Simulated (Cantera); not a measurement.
What does this Cantera script print?

```python
import numpy as np
import cantera as ct

gas_names = """
    Fe H H2 H2S N NH NH2 NH3 N2 N2H2 N2H4 S SH SN S2 S8
""".split()
cond_names = """
    Fe(a) Fe(c) Fe(d) Fe(L) FeS(a) FeS(b) FeS(c) FeS(L) FeS2(s) S(cr1) S(cr2) S(L)
""".split()


# ... load() reads the species with a 1 bar reference pressure and builds the phases ...
atoms = {
    'FeS': {'Fe': 1, 'S': 1},
    'H2': {'H': 2},
    'N2': {'N': 2},
}
top_T = {'FeS2(s)': 1010}  # K; cautious upper limits of use, not melting points


# ... equilibrate(T, P, feed) seeds the gas with the atoms and calls Mixture.equilibrate('TP', solver="vcs", rtol=1e-11, max_steps=5000) ...
results = []
feed = {'FeS': 1, 'H2': 2900, 'N2': 1.2}  # mol
P = 100000  # Pa
for T in [1173, 1273, 1373, 1473, 1573, 1673, 1773, 1873, 1973, 2073]:
    mix = equilibrate(T, P, feed)
    results.append((T, P, feed, dict(zip(mix.species_names, mix.species_moles))))

top = {s: max(r[3][s] / sum(r[3][g] for g in gas_names) for r in results) for s in gas_names}
cols = sorted((s for s in top if top[s] > 1e-06), key=lambda s: -top[s])[:6]
seen = [c for c in cond_names if any(r[3].get(c, 0) > 1e-12 for r in results)]
print("log10 of partial pressures in bar; condensed amounts in mol")
print(f"{'T/K':>10s}" + "".join(f"{s[:9]:>10s}" for s in cols + seen))
for T, P, feed, n in results:
    ng = sum(n[g] for g in gas_names)
    print(f"{T:10.4g}" + "".join(f"{np.log10(max(n[s] / ng * P / 1e5, 1e-99)):10.3f}" for s in cols)
          + "".join(f"{n.get(c, 0):10.4g}" for c in seen))
```

It prints:

```
log10 of partial pressures in bar; condensed amounts in mol
       T/K        H2         H        N2       H2S        Fe        SH     Fe(a)     Fe(c)     Fe(d)     Fe(L)
      1173    -0.000    -6.929    -3.386    -3.463   -10.707    -7.414         1         0         0         0
      1273    -0.000    -6.147    -3.385    -3.463    -9.303    -6.837         0         1         0         0
      1373    -0.000    -5.478    -3.384    -3.463    -8.108    -6.345         0         1         0         0
      1473    -0.000    -4.898    -3.384    -3.464    -7.078    -5.920         0    0.9998         0         0
      1573    -0.000    -4.391    -3.384    -3.466    -6.182    -5.550         0    0.9981         0         0
      1673    -0.000    -3.944    -3.384    -3.470    -5.397    -5.227         0         0    0.9884         0
      1773    -0.000    -3.546    -3.384    -3.478    -4.704    -4.945         0         0    0.9426         0
      1873    -0.001    -3.190    -3.384    -3.490    -4.102    -4.698         0         0         0    0.7705
      1973    -0.001    -2.870    -3.384    -3.509    -3.572    -4.484         0         0         0    0.2214
      2073    -0.002    -2.581    -3.384    -3.537    -3.463    -4.302         0         0         0         0
```

Cantera equilibrium calculation (NASA polynomials, part measured and part estimated; ideal gas, pure solids and liquids).
